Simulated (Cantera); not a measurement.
Cantera run:

```python
import numpy as np
import cantera as ct

gas_names = """
    CL CL2 H HCL H2 N NH NH2 NH3 N2 N2H2 N2H4 Si SiCL SiCL2 SiCL3 SiCL4 SiH SiHCL3 SiH2 SiH2CL2 SiH3
    SiH3CL SiH4 SiN Si2 Si2N Si3
""".split()
cond_names = """
    NH4CL(a) NH4CL(b) Si(cr) Si(L) Si3N4(a)
""".split()


# ... load() reads the species with a 1 bar reference pressure and builds the phases ...
atoms = {
    'Si2Cl6': {'Si': 2, 'CL': 6},
    'NH3': {'N': 1, 'H': 3},
    'N2': {'N': 2},
}
top_T = {'Si3N4(a)': 2400}  # K; cautious upper limits of use, not melting points


# ... equilibrate(T, P, feed) seeds the gas with the atoms and calls Mixture.equilibrate('TP', solver="vcs", rtol=1e-11, max_steps=5000) ...
results = []
feed = {'Si2Cl6': 1, 'NH3': 1.6, 'N2': 51}  # mol
T = 1400  # K
P = 20  # Pa
mix = equilibrate(T, P, feed)
results.append((T, P, feed, dict(zip(mix.species_names, mix.species_moles))))
x = sorted(zip(gas.X, gas.species_names), reverse=True)
print(f"T = {T:g} K  P = {P:g} Pa  gas = {mix.phase_moles(0):.4g} mol")
print("   x: " + "  ".join(f"{s} {v:.3e}" for v, s in x if v > 1e-05))
print("   condensed (mol): " + ("  ".join(f"{mix.phase(i).name} {mix.phase_moles(i):.4g}"
      for i in range(1, mix.n_phases) if mix.phase_moles(i) > 1e-12) or "none"))
```

It prints:

```
T = 1400 K  P = 20 Pa  gas = 56.99 mol
   x: N2 9.056e-01  HCL 4.441e-02  SiCL2 2.929e-02  H2 1.988e-02  SiCL3 6.488e-04  CL 8.919e-05  SiCL4 6.101e-05  H 4.850e-05
   condensed (mol): Si3N4(a) 0.09661
```

Equilibrium computed with Cantera from the NASA thermochemical tables; the gas is ideal and each condensed phase is pure. The feed counts by its element totals alone. The tables' values for SiCl3 are old estimates; treat these amounts as uncertain.
